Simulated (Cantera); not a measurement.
## Adiabatic ignition

An adiabatic, constant-pressure homogeneous reactor starts with 5.18 % CH4, 0.301 % H2, 19.9 % O2, 74.7 % N2, at 1300 K and 0.210 bar.

Detailed kinetics in Cantera: GRI-Mech 3.0 (53 species, 325 reactions).

| t (s) | T (K) | x CH4 | x H2 | x O2 | x HO2 | x C2H6 |
|---|---|---|---|---|---|---|
| 9.00e-6 | 1300 | 0.0518 | 0.00301 | 0.199 | 5.53e-9 | <1e-12 |
| 3.05e-5 | 1300 | 0.0518 | 0.00301 | 0.199 | 1.87e-8 | <1e-12 |
| 0.000103 | 1300 | 0.0518 | 0.00301 | 0.199 | 6.28e-8 | <1e-12 |
| 0.000349 | 1300 | 0.0518 | 0.00301 | 0.199 | 2.07e-7 | 3.84e-11 |
| 0.00118 | 1300 | 0.0518 | 0.00301 | 0.199 | 6.40e-7 | 2.99e-9 |
| 0.00399 | 1300 | 0.0518 | 0.00300 | 0.199 | 1.27e-6 | 1.23e-6 |
| 0.0135 | 1314 | 0.0491 | 0.00321 | 0.197 | 1.87e-5 | 0.000465 |
| 0.0457 | 2297 | <1e-12 | 0.00148 | 0.0914 | 2.92e-6 | <1e-12 |
| 0.155 | 2292 | <1e-12 | 0.00146 | 0.0897 | 2.84e-6 | <1e-12 |
| 0.524 | 2286 | <1e-12 | 0.00142 | 0.0877 | 2.74e-6 | <1e-12 |
| 1.77 | 2285 | <1e-12 | 0.00141 | 0.0874 | 2.72e-6 | <1e-12 |
| 6.00 | 2285 | <1e-12 | 0.00141 | 0.0874 | 2.72e-6 | <1e-12 |
x: mole fraction; the columns are a selection and need not sum to one.

- time of steepest temperature rise: 16.6 ms
- temperature at 6.00 s: 2285 K
- equilibrium temperature: 2285 K
- x(CH4) at 6.00 s: <1e-12 (gas-phase equilibrium <1e-12)
- x(H2) at 6.00 s: 0.00141 (gas-phase equilibrium 0.00141)
- x(O2) at 6.00 s: 0.0874 (gas-phase equilibrium 0.0874)
